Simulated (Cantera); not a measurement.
A perfectly stirred reactor is fed with 0.163 % CH4, 99.8 % N2, at 0.987 atm; it is held at 1600 K, and followed from long to short residence time.

Computed with Cantera and GRI-Mech 3.0 (53 species, 325 reactions). GRI-Mech 3.0 stops at C3 and has no aromatics, soot or wall deposition, so with more carbon than oxygen in the feed, carbon stays in small species such as C2H2 where larger ones or solid carbon would form.

x: mole fraction; the columns are a selection and need not sum to one.

| τ (s) | x CH4 | x HCN | x CH2 | x H | x H2 |
|---|---|---|---|---|---|
| 9.4 | 0.000169 | ___ | 3.92e-9 | 2.48e-6 | 0.00218 |
| 2.8 | 0.000294 | ___ | 6.84e-9 | 2.32e-6 | 0.00199 |
| 0.85 | 0.000485 | ___ | 1.14e-8 | 2.07e-6 | 0.00169 |
| 0.25 | 0.000756 | ___ | 1.81e-8 | 1.71e-6 | 0.00127 |
| 0.076 | 0.00106 | ___ | 2.54e-8 | 1.25e-6 | 0.000784 |
| 0.023 | 0.00135 | ___ | 2.82e-8 | 7.23e-7 | 0.000330 |
| 0.0069 | 0.00156 | ___ | 1.56e-8 | 2.49e-7 | 6.08e-5 |
| 0.0021 | 0.00162 | 8.86e-11 | 3.30e-9 | 9.00e-8 | 7.68e-6 |
| 0.00062 | 0.00163 | 3.66e-12 | 4.77e-10 | 6.72e-8 | 1.72e-6 |
| 0.00018 | 0.00163 | <1e-12 | 6.26e-11 | 5.98e-8 | 4.46e-7 |

Task: Complete the blanks.

Result: 
- 9.4, x HCN: 8.06e-6
- 2.8, x HCN: 3.99e-6
- 0.85, x HCN: 1.86e-6
- 0.25, x HCN: 7.39e-7
- 0.076, x HCN: 2.39e-7
- 0.023, x HCN: 4.74e-8
- 0.0069, x HCN: 2.87e-9
